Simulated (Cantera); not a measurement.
Charge: 1 mol Si2Cl6, 220 mol H2, held at 1023.15 K and 1.00 Torr.

These are equilibrium values from Cantera (NASA tables, ideal gas, pure condensed phases), not measurements of a reactor. Candidate condensed phases: Si; 19 gas species. The feed counts by its element totals alone. The tables' values for SiCl3 are old estimates; treat these amounts as uncertain. Kinetics and transport are ignored.

Base state: H2 0.977, HCl 0.0214, SiCl2 0.000838, SiCl4 0.000641, SiHCl3 0.000247, SiCl3 0.000160, SiH2Cl2 1.06e-5 (mole fractions); condensed: Si(s).

Q: What changes in the equilibrium state with this change: H2 from 220 to 120 mol?

A: 
```json
[
 {"species": "H2", "before": "0.977", "after": "0.964"},
 {"species": "HCl", "before": "0.0214", "after": "0.0307"},
 {"species": "SiCl4", "before": "0.000641", "after": "0.00277"},
 {"species": "SiCl3", "before": "0.000160", "after": "0.000478"},
 {"species": "SiHCl3", "before": "0.000247", "after": "0.000736"},
 {"species": "SiCl2", "before": "0.000838", "after": "0.00174"},
 {"species": "SiH2Cl2", "before": "1.06e-5", "after": "2.17e-5"},
 {"species": "Si(s), mol", "before": "1.58", "after": "1.30"}
]
```

Q: What changes in the equilibrium state with this change: Si2Cl6 replaced by SiCl4?

A: 
```csv
species,before,after
H2,0.977,0.983
HCl,0.0214,0.0159
SiCl2,0.000838,0.000455
SiCl4,0.000641,0.000189
SiCl3,0.000160,6.38e-5
SiHCl3,0.000247,9.93e-5
"Si(s), mol",1.58,0.820
```
